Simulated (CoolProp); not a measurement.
A Linde-Hampson liquefier for oxygen: isothermal reversible compression at 230 K from 1 atm to 25 MPa, throttling to 1 atm, return gas leaving the recuperator 2 K below the feed. Each further row changes one setting.

The numbers come from the reference Helmholtz-energy equation of state, Schmidt 1985 in CoolProp.

```
case                        liquid yield per pass  compression work (kJ/kg of gas)
--------------------------  ---------------------  -------------------------------
as stated                                   0.252                              307
high pressure 50 MPa                        0.288                              347
warm-end temperature 260 K                  0.180                              357
warm-end gap 7 K                            0.241                              307
```
